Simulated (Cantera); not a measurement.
## Equilibrium for silicon oxide and oxynitride deposition: TEOS + NO + N₂

Charge: 1 mol TEOS, a varied amount of NO, 28 mol N₂, equilibrated at 973 K and 0.133 bar.

Cantera equilibrium calculation (NASA polynomials, part measured and part estimated; ideal gas, pure solids and liquids). Candidate condensed phases: C, C₆H₆, C₇H₈, C₈H₁₈, H₂O, Si, SiC, SiO₂, Si₂N₂O, Si₃N₄; 151 gas species. The feed counts by its element totals alone. Rates play no part.

| n(NO) (mol) | x N₂ | x H₂ | x CO | x CO₂ | x H₂O | x CH₄ | n C(graphite) | n SiO₂(β-quartz) |
|---|---|---|---|---|---|---|---|---|
| 0.95 | 0.689 | 0.239 | 0.0688 | 0.000633 | 0.00136 | 0.000977 | 5.09 | 1.00 |
| 2.1 | 0.676 | 0.229 | 0.0914 | 0.00112 | 0.00174 | 0.000899 | 3.98 | 1.00 |
| 3.2 | 0.664 | 0.221 | 0.111 | 0.00166 | 0.00203 | 0.000833 | 2.93 | 1.00 |
| 4.3 | 0.653 | 0.213 | 0.130 | 0.00225 | 0.00228 | 0.000774 | 1.87 | 1.00 |
| 5.4 | 0.642 | 0.205 | 0.147 | 0.00287 | 0.00249 | 0.000722 | 0.822 | 1.00 |
| 6.5 | 0.635 | 0.198 | 0.156 | 0.00590 | 0.00463 | 0.000371 | 0 | 1.00 |
| 7.6 | 0.639 | 0.186 | 0.143 | 0.0178 | 0.0144 | 9.09e-5 | 0 | 1.00 |
x: gas mole fraction; n: condensed amount in mol.

From 0.95 mol NO to 5.4 mol NO the condensed part is C(graphite) + SiO₂(β-quartz). From 6.5 mol NO to 7.6 mol NO the condensed part is SiO₂(β-quartz).
